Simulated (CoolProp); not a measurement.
Vapour-liquid equilibrium of isobutane (1) + isobutene (2) at 0.605 MPa; x and y are mole fractions of (1).

Values from CoolProp's multi-fluid Helmholtz-energy mixture model, Bücker 2006 and Lemmon 2005; pair parameters Bell 2016.

```tsv
x	bubble temperature, mixture model (K)	bubble temperature, Raoult's law (K)	y, mixture model	y, Raoult's law
0.05	___	322.6	0.057	0.056
0.2	321.5	321.8	___	0.219
0.35	320.7	321.1	0.375	0.377
0.5	319.9	320.4	___	0.529
0.65	___	319.8	___	0.676
0.8	___	319.1	0.811	0.818
0.95	318.3	318.4	0.953	0.955
```

**Question.** Fill in the missing entries.

**Answer.** 
- 0.05, bubble temperature, mixture model (K): 322.4
- 0.2, y, mixture model: 0.221
- 0.5, y, mixture model: 0.524
- 0.65, bubble temperature, mixture model (K): 319.3
- 0.65, y, mixture model: 0.669
- 0.8, bubble temperature, mixture model (K): 318.8

The largest gap from Raoult's law is -0.5 K in bubble temperature, at x = 0.5. No azeotrope shows between x = 0.05 and 0.95.

The pair parameters rest on a limited set of measurements; away from them the model extrapolates.
